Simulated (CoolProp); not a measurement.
Vapour pressure (MPa) of oxygen: the reference equation beside estimates from Tc = -118.6 °C, pc = 5.046 MPa, ω = 0.022. Clausius-Clapeyron is anchored at -189.35 °C with a constant enthalpy of vaporisation of 7.008 kJ/mol.

The numbers come from the reference Helmholtz-energy equation of state, Schmidt 1985 in CoolProp.

```json
[
 {"T (°C)": "-203.15", "reference": "0.006262", "Lee-Kesler": "0.006160", "Clausius-Clapeyron": "0.006770", "van der Waals": "0.06939", "Redlich-Kwong": "0.002575", "Peng-Robinson": "0.006560"},
 {"T (°C)": "-199.75", "reference": "0.01126", "Lee-Kesler": "(withheld)", "Clausius-Clapeyron": "0.01182", "van der Waals": "0.09793", "Redlich-Kwong": "(withheld)", "Peng-Robinson": "0.01169"},
 {"T (°C)": "-196.25", "reference": "0.01942", "Lee-Kesler": "0.01905", "Clausius-Clapeyron": "(withheld)", "van der Waals": "0.1354", "Redlich-Kwong": "0.01060", "Peng-Robinson": "0.02001"},
 {"T (°C)": "-192.85", "reference": "0.03137", "Lee-Kesler": "0.03081", "Clausius-Clapeyron": "0.03172", "van der Waals": "0.1807", "Redlich-Kwong": "0.01903", "Peng-Robinson": "0.03214"},
 {"T (°C)": "-189.35", "reference": "0.04917", "Lee-Kesler": "0.04839", "Clausius-Clapeyron": "0.04917", "van der Waals": "0.2376", "Redlich-Kwong": "0.03265", "Peng-Robinson": "0.05013"},
 {"T (°C)": "-185.95", "reference": "0.07329", "Lee-Kesler": "0.07231", "Clausius-Clapeyron": "0.07278", "van der Waals": "0.3039", "Redlich-Kwong": "0.05235", "Peng-Robinson": "0.07443"},
 {"T (°C)": "-182.45", "reference": "0.1069", "Lee-Kesler": "0.1057", "Clausius-Clapeyron": "0.1057", "van der Waals": "0.3846", "Redlich-Kwong": "0.08130", "Peng-Robinson": "0.1082"},
 {"T (°C)": "-179.05", "reference": "0.1498", "Lee-Kesler": "0.1486", "Clausius-Clapeyron": "0.1478", "van der Waals": "0.4760", "Redlich-Kwong": "0.1199", "Peng-Robinson": "0.1513"},
 {"T (°C)": "-175.55", "reference": "0.2066", "Lee-Kesler": "0.2055", "Clausius-Clapeyron": "0.2038", "van der Waals": "0.5844", "Redlich-Kwong": "0.1729", "Peng-Robinson": "0.2082"},
 {"T (°C)": "-172.15", "reference": "0.2760", "Lee-Kesler": "0.2751", "Clausius-Clapeyron": "0.2726", "van der Waals": "0.7045", "Redlich-Kwong": "0.2395", "Peng-Robinson": "0.2778"},
 {"T (°C)": "-168.65", "reference": "0.3644", "Lee-Kesler": "(withheld)", "Clausius-Clapeyron": "0.3605", "van der Waals": "0.8443", "Redlich-Kwong": "0.3261", "Peng-Robinson": "0.3663"},
 {"T (°C)": "-165.25", "reference": "0.4688", "Lee-Kesler": "0.4686", "Clausius-Clapeyron": "0.4648", "van der Waals": "0.9964", "Redlich-Kwong": "0.4304", "Peng-Robinson": "0.4710"}
]
```

Task: Some entries are withheld; supply them.

Result: 
- -199.75, Lee-Kesler: 0.01105
- -199.75, Redlich-Kwong: 0.005397
- -196.25, Clausius-Clapeyron: 0.01994
- -168.65, Lee-Kesler: 0.3638

Absolute difference from the reference over all 12 rows, mean and median: Lee-Kesler 1.1 and 1.2 %, Clausius-Clapeyron 2.0 and 1.2 %, van der Waals 384.1 and 287.2 %, Redlich-Kwong 29.2 and 26.3 %, Peng-Robinson 1.9 and 1.4 %.
